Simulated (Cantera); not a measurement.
An isothermal, constant-pressure homogeneous reactor starts with NH3 : N2 = 1 : 0.44 (molar parts), at 1975 K and 10.5 Torr. Integrator tolerance rtol = 1e-08.

Cantera simulation using the gas-phase N/H chemistry of the illustrative SiF4/NH3 mechanism in the Surface Chemkin manual (1991); the numbers are that mechanism's predictions, not measurements. Walls and surfaces, which speed up NH3 decomposition in real reactors, are not modelled.

Problem. What does this change do: temperature 1975 to 2375 K?

Solution. 
```csv
quantity,before,after
x(NH3) at 4.00 s,0.0645 (gas-phase equilibrium 8.57e-8),4.52e-8 (gas-phase equilibrium 4.07e-8)
x(NH) at 4.00 s,9.50e-6 (gas-phase equilibrium 1.93e-9),7.41e-8 (gas-phase equilibrium 6.96e-8)
x(H2) at 4.00 s,0.557 (gas-phase equilibrium 0.607),0.545 (gas-phase equilibrium 0.543)
x(H) at 4.00 s,0.000684 (gas-phase equilibrium 0.00907),0.0868 (gas-phase equilibrium 0.0884)
x(N2) at 4.00 s,0.378 (gas-phase equilibrium 0.383),0.369 (gas-phase equilibrium 0.368)
x(NH2) at 4.00 s,0.000228 (gas-phase equilibrium 3.69e-9),2.32e-8 (gas-phase equilibrium 2.13e-8)
```
